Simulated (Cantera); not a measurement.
Charge: 1 mol Ca(OH)₂, 4.9 mol H₂, 5.6 mol CO₂, at 1.80 bar.

These are equilibrium values from Cantera (NASA tables, ideal gas, pure condensed phases), not measurements of a reactor. Candidate condensed phases: C, C₆H₆, C₇H₈, C₈H₁₈, Ca, CaCO₃, CaO, Ca(OH)₂, H₂O; 115 gas species. Kinetics and transport are ignored.

log p: log10 of the partial pressure in bar; n: condensed amount in mol.

| T (K) | log p H₂O | log p CO₂ | log p H₂ | log p CO | log p CH₄ | log p H | n C(graphite) | n CaCO₃(calcite) | n CaO(s) |
|---|---|---|---|---|---|---|---|---|---|
| 575 | -0.02 | -0.18 | -1.54 | -3.30 | -0.79 | <-11 | 0.915 | 1.00 | 0 |
| 725 | -0.13 | -0.16 | -0.75 | -1.66 | -0.79 | <-11 | 0.450 | 1.00 | 0 |
| 875 | -0.30 | [?] | -0.35 | [?] | [?] | [?] | 0 | 1.00 | 0 |
| 1025 | -0.29 | -0.35 | -0.30 | [?] | [?] | [?] | 0 | 1.00 | 0 |
| 1175 | -0.25 | -0.32 | -0.44 | -0.40 | -4.63 | -7.13 | 0 | 0 | 1.00 |
| 1325 | -0.22 | -0.36 | -0.49 | -0.36 | -5.91 | -6.03 | 0 | 0 | 1.00 |
| 1475 | -0.20 | -0.39 | -0.53 | -0.33 | -6.94 | -5.15 | 0 | 0 | 1.000 |

Complete the blanks.


- 1025, log p CO: -0.47
- 1025, log p CH₄: -2.80
- 1025, log p H: -8.51
- 875, log p CO₂: -0.23
- 875, log p CO: -0.71
- 875, log p CH₄: -1.20
- 875, log p H: -10.47
